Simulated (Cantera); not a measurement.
Input (Python, Cantera):

```python
import numpy as np
import cantera as ct

gas = ct.Solution("h2o2.yaml")
gas.TPX = 450, 20000, {'H2': 1, 'O2': 0.685, 'N2': 2.58}
flame = ct.FreeFlame(gas, width=0.12)
flame.set_refine_criteria(ratio=3, slope=0.08, curve=0.16)
flame.transport_model = "mixture-averaged"
flame.solve(loglevel=0, auto=True)
z, T = flame.grid, flame.T
thick = (T[-1] - T[0]) / np.gradient(T, z).max()
show = ['H2', 'O2', 'H', 'OH', 'H2O2', 'HO2']
print(f"laminar burning velocity  {flame.velocity[0] * 100:.3f} cm/s")
print(f"burnt temperature         {T[-1]:.1f} K")
print(f"thermal thickness         {thick * 1e3:.4f} mm")
print(f"grid points               {len(z)}")
z0 = z[flame.heat_release_rate.argmax()]
print(f"{'z/mm':>9s}{'T/K':>9s}{'u/(m/s)':>9s}" + "".join(f"{s:>11s}" for s in show))
rows = []
for k in (-3, -2, -1.5, -1, -0.5, -0.25, 0, 0.25, 0.5, 1, 2, 4, 8):
    zz = z0 + k * thick
    rows.append([k * thick, np.interp(zz, z, T), np.interp(zz, z, flame.velocity),
                 *(np.interp(zz, z, flame.X[gas.species_index(s)]) for s in show)])
    print(f"{rows[-1][0] * 1e3:9.3f}{rows[-1][1]:9.1f}{rows[-1][2]:9.3f}" + "".join(f"{x:11.3e}" for x in rows[-1][3:]))
```

It prints:

```
laminar burning velocity  299.573 cm/s
burnt temperature         2149.7 K
thermal thickness         3.3193 mm
grid points               127
     z/mm      T/K  u/(m/s)         H2         O2          H         OH       H2O2        HO2
   -9.958    450.0    2.996  2.345e-01  1.606e-01  6.617e-18  3.114e-18  1.128e-16  8.560e-15
   -6.639    450.0    2.996  2.345e-01  1.606e-01  1.888e-15  7.912e-16  1.016e-14  2.146e-12
   -4.979    450.0    2.996  2.345e-01  1.606e-01  2.379e-13  4.325e-14  7.764e-13  1.563e-10
   -3.319    450.0    2.996  2.344e-01  1.606e-01  8.898e-10  1.180e-11  3.232e-10  5.450e-08
   -1.660    458.9    3.043  2.309e-01  1.611e-01  4.272e-05  2.358e-05  3.559e-06  9.462e-05
   -0.830    655.8    4.252  1.993e-01  1.573e-01  4.557e-03  5.697e-04  1.149e-05  7.371e-05
    0.000   1064.4    6.685  1.022e-01  1.214e-01  3.197e-02  2.397e-03  1.362e-06  2.799e-05
    0.830   1343.9    8.356  3.265e-02  7.196e-02  4.594e-02  7.015e-03  1.565e-06  1.382e-05
    1.660   1473.6    9.107  2.351e-02  6.194e-02  4.002e-02  9.381e-03  1.090e-06  1.012e-05
    3.319   1615.5    9.899  2.176e-02  5.803e-02  2.951e-02  1.169e-02  5.911e-07  7.645e-06
    6.639   1758.6   10.671  1.908e-02  5.494e-02  1.939e-02  1.336e-02  3.009e-07  5.637e-06
   13.277   1889.8   11.359  1.501e-02  5.236e-02  1.122e-02  1.379e-02  1.663e-07  3.964e-06
   26.555   2003.8   11.941  1.013e-02  5.041e-02  5.320e-03  1.273e-02  1.014e-07  2.630e-06
```

Computed with Cantera and the H2/O2 subset of GRI-Mech 3.0, which has no nitrogen chemistry. Burning velocities carry a grid error of a few per cent, more on coarse grids.
